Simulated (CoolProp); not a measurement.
Saturation properties of chlorine.

Computed with CoolProp (reference Helmholtz-energy equation of state, Thol 2021).

| T (K) | p (MPa) | liquid density (kg/m³) | vapour density (kg/m³) | enthalpy of vaporisation (kJ/kg) | liquid cp (kJ/(kg K)) |
|---|---|---|---|---|---|
| 188.5 | 0.005424 | 1701 | 0.2461 | 313.9 | 0.9422 |
| 192.2 | 0.007130 | 1691 | 0.3175 | 312.0 | 0.9412 |
| 195.8 | 0.009200 | 1681 | 0.4025 | 310.2 | 0.9402 |
| 199.4 | 0.01175 | 1671 | 0.5051 | 308.3 | 0.9395 |
| 203 | 0.01485 | 1662 | 0.6280 | 306.5 | 0.9388 |
| 206.7 | 0.01872 | 1652 | 0.7784 | 304.5 | 0.9383 |
| 210.3 | 0.02324 | 1642 | 0.9511 | 302.7 | 0.9379 |
| 213.9 | 0.02862 | 1632 | 1.153 | 300.8 | 0.9377 |
| 217.6 | 0.03516 | 1622 | 1.395 | 298.8 | 0.9376 |
| 221.2 | 0.04263 | 1613 | 1.667 | 296.9 | 0.9377 |
| 224.8 | 0.05133 | 1603 | 1.979 | 294.9 | 0.9380 |
| 228.4 | 0.06140 | 1593 | 2.336 | 293.0 | 0.9384 |
| 232.1 | 0.07333 | 1583 | 2.752 | 290.9 | 0.9390 |

It boils at 239.2 K under 1 atm.
